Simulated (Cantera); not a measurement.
Feed: 1 mol Cr, 0.089 mol H2O, equilibrated at 0.910 bar.

Cantera equilibrium calculation (NASA polynomials, part measured and part estimated; ideal gas, pure solids and liquids). Candidate condensed phases: Cr, Cr2O3, H2O; 13 gas species. Mutual solubility and eutectic melting of coexisting phases are not modelled. Kinetics and transport are ignored. All values below are at 2000 °C.

Base state: H2 0.938, H2O 0.0362, Cr 0.0169, H 0.00853, CrO 0.000578, OH 5.12e-5 (mole fractions); condensed: Cr(l) + Cr2O3(s).

Task: What changes in the equilibrium state with this change: pressure from 0.910 bar to 13.3 mbar?

Result: 
| species | before | after |
|---|---|---|
| Cr | 0.0169 | 0.871 |
| H2 | 0.938 | 0.0703 |
| CrO | 0.000578 | 0.0359 |
| H2O | 0.0362 | 0.00328 |
| H | 0.00853 | 0.0193 |
| O | 3.19e-7 | 2.63e-5 |
| CrO2 | 7.44e-6 | 0.000558 |
| OH | 5.12e-5 | 0.000140 |
| Cr(l), mol | 0.941 | 0 |
| Cr2O3(s), mol | 0.0285 | 0.0153 |

Task: What changes in the equilibrium state with this change: Cr replaced by Nb?

Result: 
```json
[
 {"species": "H2", "before": "0.938", "after": "0.987"},
 {"species": "H", "before": "0.00853", "after": "0.00875"},
 {"species": "H2O", "before": "0.0362", "after": "0.00404"},
 {"species": "Cr", "before": "0.0169", "after": "0"},
 {"species": "NbO2", "before": "0", "after": "3.35e-5"},
 {"species": "CrO", "before": "0.000578", "after": "0"},
 {"species": "NbO", "before": "0", "after": "1.05e-5"},
 {"species": "Cr(l), mol", "before": "0.941", "after": "0"},
 {"species": "Cr2O3(s), mol", "before": "0.0285", "after": "0"},
 {"species": "Nb(s), mol", "before": "0", "after": "0.911"},
 {"species": "NbO(l), mol", "before": "0", "after": "0.0886"}
]
```
NbO: taken at fixed stoichiometry. Condensed phases not in the tables: N, O or C dissolved in the metal. Further candidate phases: Nb, NbO, NbO2, Nb2O5.
